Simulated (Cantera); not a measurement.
An adiabatic, constant-pressure homogeneous reactor starts with CO : H₂ : CH₄ : O₂ : N₂ = 1 : 0.66 : 0.49 : 1.66 : 6.26 (molar parts), equivalence ratio 1.1, at 1200 K and 1.01 bar.

Detailed kinetics in Cantera: GRI-Mech 3.0 (53 species, 325 reactions).

Problem. Predict: time of steepest temperature rise; temperature at 2.00 s; equilibrium temperature; x(CO) at 2.00 s; x(H₂) at 2.00 s; x(CO₂) at 2.00 s.

Solution. 
```
Item                                                              Result
---------------------------------  -------------------------------------
time of steepest temperature rise                               0.542 ms
temperature at 2.00 s                                             2672 K
equilibrium temperature                                           2672 K
x(CO) at 2.00 s                    0.0627 (gas-phase equilibrium 0.0627)
x(H₂) at 2.00 s                    0.0149 (gas-phase equilibrium 0.0149)
x(CO₂) at 2.00 s                   0.0906 (gas-phase equilibrium 0.0906)
```
